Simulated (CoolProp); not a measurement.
Saturation properties of C3F8 (R218) (Tc = 345.0 K, pc = 2.640 MPa, ω = 0.317).

Model: reference Helmholtz-energy equation of state, Lemmon 2006, in CoolProp. It is a short technical equation, of lower accuracy than the large ones.

```tsv
T (K)	p (MPa)	liquid density (kg/m³)	vapour density (kg/m³)
260.5	0.2688	1512	26.01
265	0.3152	1492	30.38
269.5	0.3675	1472	35.33
274.1	0.4274	1450	41.06
278.6	0.4929	1428	47.38
283.2	0.5672	1405	54.68
287.7	0.6477	1382	62.74
292.2	0.7365	1358	71.84
296.8	0.8363	1331	82.37
```

It boils at 236.4 K under 1 atm.
